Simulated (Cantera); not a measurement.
What does this Cantera script print?

```python
import numpy as np
import cantera as ct

gas = ct.Solution("gri30.yaml", transport_model="multicomponent")
show = ['CO2', 'NO', 'CH4']

rows = []
print(f"{'T/K':>7s}{'rho':>11s}{'cp':>10s}{'mu':>11s}{'lambda':>11s}{'Pr':>7s}" + "".join(f"{'D_' + s:>11s}" for s in show))
for T in [400, 650, 900, 1150, 1400, 1650, 1900, 2150]:
    gas.TPX = T, 1000000, {'H2O': 0.091, 'NO': 0.48}
    Pr = gas.cp_mass * gas.viscosity / gas.thermal_conductivity
    D = [gas.mix_diff_coeffs_mole[gas.species_index(s)] for s in show]
    rows.append([gas.density, gas.cp_mass, gas.viscosity, gas.thermal_conductivity, Pr, *D])
    print(f"{T:7g}{gas.density:11.4e}{gas.cp_mass:10.1f}{gas.viscosity:11.4e}"
          f"{gas.thermal_conductivity:11.4e}{Pr:7.3f}" + "".join(f"{d:11.4e}" for d in D))
print("SI units: kg/m3, J/kg/K, Pa s, W/m/K, m2/s")
```

Result:

```
    T/K        rho        cp         mu     lambda     Pr      D_CO2       D_NO      D_CH4
    400 8.4476e+00    1090.9 2.1726e-05 3.4357e-02  0.690 2.6818e-06 3.9610e-06 3.7815e-06
    650 5.1985e+00    1155.8 3.1106e-05 5.2670e-02  0.683 6.3713e-06 9.7294e-06 8.8259e-06
    900 3.7545e+00    1226.9 3.9183e-05 7.0489e-02  0.682 1.1181e-05 1.7339e-05 1.5366e-05
   1150 2.9383e+00    1280.6 4.6453e-05 8.7229e-02  0.682 1.6966e-05 2.6527e-05 2.3221e-05
   1400 2.4136e+00    1322.5 5.3156e-05 1.0307e-01  0.682 2.3638e-05 3.7132e-05 3.2276e-05
   1650 2.0479e+00    1356.4 5.9426e-05 1.1817e-01  0.682 3.1133e-05 4.9046e-05 4.2450e-05
   1900 1.7784e+00    1383.4 6.5351e-05 1.3255e-01  0.682 3.9406e-05 6.2191e-05 5.3680e-05
   2150 1.5717e+00    1404.5 7.0988e-05 1.4623e-01  0.682 4.8420e-05 7.6512e-05 6.5917e-05
SI units: kg/m3, J/kg/K, Pa s, W/m/K, m2/s
```

Model: GRI-Mech 3.0 (53 species, 325 reactions), integrated in Cantera. Polar gases are described roughly by these parameters. The composition is frozen, though it would react at the higher temperatures.
